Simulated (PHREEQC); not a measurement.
Make-up at 20 °C: 50 mmol/kgw HNO3, 10 mmol/kgw Al(NO3)3 and 0.008 mmol/kgw CO2. Closed to the air; pH follows from the charge balance.

Model: ion-association model, phreeqc.dat, run in PHREEQC.

Each row changes one thing in this solution. No solid was allowed to form.

```tsv
case	pH	AlOH+2 (mol/kgw)	HCO3- (mol/kgw)	Al(OH)2+ (mol/kgw)	SI of Gibbsite (Al(OH)3)
as made	1.39	7.92e-7	1.05e-10	4.63e-11	-7.00
CO2 from 8e-06 to 4e-05 mol/kgw	1.39	7.92e-7	5.27e-10	4.63e-11	-7.00
Al(NO3)3 from 0.01 to 0.005 mol/kgw	1.38	4.08e-7	[?]	2.52e-11	[?]
temperature from 20 to 75 °C	1.39	1.98e-5	1.26e-10	4.48e-8	[?]
diluted 5-fold with water	2.05	9.44e-7	8.62e-11	[?]	-5.41
```

### Question
What belongs in the gaps?

### Answer

- Al(NO3)3 from 0.01 to 0.005 mol/kgw, HCO3- (mol/kgw): 1.01e-10
- Al(NO3)3 from 0.01 to 0.005 mol/kgw, SI of Gibbsite (Al(OH)3): -7.26
- temperature from 20 to 75 °C, SI of Gibbsite (Al(OH)3): -4.37
- diluted 5-fold with water, Al(OH)2+ (mol/kgw): 3.53e-10

Complexes and solids missing from the database can't appear. Constants without temperature data keep their 25 °C values here.
